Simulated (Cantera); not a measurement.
**acetone + H2O (carbon deposition, reforming and gasification)**

Input: 1 mol acetone, 0.55 mol H2O, equilibrated at 100 Torr.

Cantera equilibrium calculation (NASA polynomials, part measured and part estimated; ideal gas, pure solids and liquids). Candidate condensed phases: C, C6H6, C7H8, C8H18, H2O; 110 gas species. The feed counts by its element totals alone. Equilibrium is a limit: real reactors are often held back by kinetics, nucleation or transport.

From 673 K to 2623 K the condensed part is C(graphite). The main C-bearing gas is CH4 at 673 K and CO at 2623 K. The share of C in condensed phases is highest at 823 K (68.2 %) and lowest at 2623 K (44.4 %).

```
T (K)  log p H2  log p H2O  log p CO  log p CH4  log p H  log p CO2  log p C2H2 (acetylene)  n C(graphite)
-----  --------  ---------  --------  ---------  -------  ---------  ----------------------  -------------
673       -1.34      -1.35     -3.05      -1.50     <-12      -1.97                    <-12           2.00
823       -1.07      -1.79     -1.84      -2.16   -11.67      -2.00                  -12.54           2.04
973       -1.04      -2.68     -1.43      -2.97    -9.48      -2.86                  -10.31           1.54
1123      -1.03      -3.61     -1.40      -3.60    -7.89      -4.01                   -8.69           1.45
1273      -1.03      -4.35     -1.39      -4.09    -6.66      -4.93                   -7.46           1.45
1423      -1.03      -4.94     -1.39      -4.48    -5.69      -5.65                   -6.50           1.45
1573      -1.03      -5.41     -1.39      -4.80    -4.91      -6.23                   -5.72           1.45
1723      -1.03      -5.80     -1.39      -5.06    -4.26      -6.70                   -5.08           1.45
1873      -1.03      -6.12     -1.39      -5.28    -3.71      -7.09                   -4.54           1.45
2023      -1.04      -6.40     -1.39      -5.47    -3.24      -7.43                   -4.08           1.44
2173      -1.04      -6.64     -1.39      -5.63    -2.84      -7.71                   -3.70           1.43
2323      -1.05      -6.85     -1.40      -5.78    -2.49      -7.96                   -3.36           1.42
2473      -1.06      -7.05     -1.40      -5.93    -2.18      -8.18                   -3.08           1.38
2623      -1.09      -7.24     -1.41      -6.09    -1.92      -8.38                   -2.84           1.33
```
log p: log10 of the partial pressure in bar; n: condensed amount in mol.
